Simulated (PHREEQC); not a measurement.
A made-up water analysis in mg/kgw, 25 °C, pH 6.93, pe 11.6: Na 39.9; K 0.000172; Ca 3.84; Mg 187; Cl 338; S(6) as SO4 146; Alkalinity as HCO3 251; Li 0.0126.

Valence states are taken as typed.

Equilibrium calculation in PHREEQC: ion-association model, phreeqc.dat.

No solid was allowed to form.

### Question
Predict the ionic strength, charge-balance error, specific conductance.

### Answer
ionic strength 0.0238 mol/kgw; charge-balance error 2.0 %; specific conductance 1630 µS/cm.

### Question
In which forms is Mg present?

### Answer
Mg+2 91 %, MgSO4 6.7 %, MgHCO3+ 2.4 % of the Mg.
